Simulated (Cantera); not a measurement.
An isothermal, constant-pressure homogeneous reactor starts with CH4 : N2 = 1 : 74 (molar parts), at 1648 K and 1.00 bar. Integrator tolerance rtol = 1e-08.

Detailed kinetics in Cantera: GRI-Mech 3.0 (53 species, 325 reactions). GRI-Mech 3.0 stops at C3 and has no aromatics, soot or wall deposition, so with more carbon than oxygen in the feed, carbon stays in small species such as C2H2 where larger ones or solid carbon would form.

What does this change do: temperature 1648 to 1223 K?


```csv
quantity,before,after
x(CH4) at 3.00 s,0.000167 (gas-phase equilibrium 1.22e-5),0.0133 (gas-phase equilibrium 0.00193)
x(H) at 3.00 s,1.24e-5 (gas-phase equilibrium 1.26e-5),8.18e-11 (gas-phase equilibrium 3.92e-8)
x(C2H2) at 3.00 s,0.00648 (gas-phase equilibrium 0.000493),1.42e-7 (gas-phase equilibrium 0.000711)
x(CH2) at 3.00 s,1.36e-9 (gas-phase equilibrium 9.91e-11),<1e-12 (gas-phase equilibrium <1e-12)
x(CH3) at 3.00 s,2.17e-6 (gas-phase equilibrium 1.58e-7),5.93e-7 (gas-phase equilibrium 8.65e-8)
```

What does this change do: pressure from 1.00 bar to 0.0900 Torr?


```
quantity                                             before                                     after
-----------------  ----------------------------------------  ----------------------------------------
x(CH4) at 3.00 s   0.000167 (gas-phase equilibrium 1.22e-5)    0.0133 (gas-phase equilibrium 1.40e-9)
x(H) at 3.00 s      1.24e-5 (gas-phase equilibrium 1.26e-5)   2.26e-7 (gas-phase equilibrium 0.00113)
x(C2H2) at 3.00 s  0.00648 (gas-phase equilibrium 0.000493)  9.04e-8 (gas-phase equilibrium 0.000494)
x(CH2) at 3.00 s   1.36e-9 (gas-phase equilibrium 9.91e-11)  8.27e-9 (gas-phase equilibrium 9.78e-11)
x(CH3) at 3.00 s    2.17e-6 (gas-phase equilibrium 1.58e-7)   4.75e-5 (gas-phase equilibrium 1.69e-9)
```
Radical loss at walls, strong at low pressure, is not modelled.
